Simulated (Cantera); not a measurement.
**Adiabatic ignition**

An adiabatic, constant-pressure homogeneous reactor starts with 5.04 % CH₃OH, 10.8 % O₂, 84.2 % N₂, equivalence ratio 0.70, at 1525 K and 280000 Pa.

Cantera simulation using GRI-Mech 3.0 (53 species, 325 reactions); the numbers are that mechanism's predictions, not measurements. GRI-Mech 3.0 was tuned for natural gas; its chemistry of methanol as a main component is partial and can be far from experiment.

| t (s) | T (K) | x CH₃OH | x O₂ | x C₂H₆ | x OH | x NO₂ | x CH₃ | x HCN |
|---|---|---|---|---|---|---|---|---|
| 1.00e-6 | 1525 | 0.0504 | 0.108 | 1.32e-10 | 3.20e-7 | <1e-12 | 2.40e-6 | <1e-12 |
| 2.47e-6 | 1525 | 0.0504 | 0.108 | 1.75e-9 | 3.32e-7 | <1e-12 | 5.43e-6 | <1e-12 |
| 6.12e-6 | 1525 | 0.0503 | 0.108 | 1.86e-8 | 4.00e-7 | <1e-12 | 1.04e-5 | <1e-12 |
| 1.52e-5 | 1525 | 0.0501 | 0.108 | 1.08e-7 | 8.25e-7 | <1e-12 | 1.22e-5 | <1e-12 |
| 3.75e-5 | 1527 | 0.0486 | 0.107 | 2.19e-7 | 3.93e-6 | <1e-12 | 6.22e-6 | 3.01e-12 |
| 9.28e-5 | 1632 | 0.0207 | 0.0893 | 1.25e-7 | 7.91e-5 | 8.19e-11 | 5.94e-6 | 1.40e-10 |
| 0.000230 | 2279 | <1e-12 | 0.0332 | <1e-12 | 0.00629 | 4.93e-8 | <1e-12 | 3.10e-12 |
| 0.000569 | 2338 | <1e-12 | 0.0317 | <1e-12 | 0.00416 | 1.06e-7 | <1e-12 | 1.61e-12 |
| 0.00141 | 2341 | <1e-12 | 0.0315 | <1e-12 | 0.00401 | 2.05e-7 | <1e-12 | 1.54e-12 |
| 0.00348 | 2341 | <1e-12 | 0.0314 | <1e-12 | 0.00399 | 4.41e-7 | <1e-12 | 1.66e-12 |
| 0.00862 | 2339 | <1e-12 | 0.0310 | <1e-12 | 0.00396 | 9.78e-7 | <1e-12 | 1.92e-12 |
| 0.0213 | 2336 | <1e-12 | 0.0302 | <1e-12 | 0.00389 | 2.02e-6 | <1e-12 | 2.36e-12 |
| 0.0528 | 2332 | <1e-12 | 0.0292 | <1e-12 | 0.00380 | 3.38e-6 | <1e-12 | 2.86e-12 |
| 0.131 | 2330 | <1e-12 | 0.0287 | <1e-12 | 0.00376 | 4.11e-6 | <1e-12 | 3.09e-12 |
| 0.323 | 2330 | <1e-12 | 0.0286 | <1e-12 | 0.00375 | 4.17e-6 | <1e-12 | 3.11e-12 |
| 0.800 | 2330 | <1e-12 | 0.0286 | <1e-12 | 0.00375 | 4.17e-6 | <1e-12 | 3.11e-12 |
x: mole fraction; the columns are a selection and need not sum to one.

```yaml
time_of_steepest_temperature_rise: 0.111 ms
temperature at 0.800 s: 2330 K
equilibrium_temperature: 2330 K
x(CH₃OH) at 0.800 s: <1e-12 (gas-phase equilibrium <1e-12)
x(O₂) at 0.800 s: 0.0286 (gas-phase equilibrium 0.0286)
x(C₂H₆) at 0.800 s: <1e-12 (gas-phase equilibrium <1e-12)
```
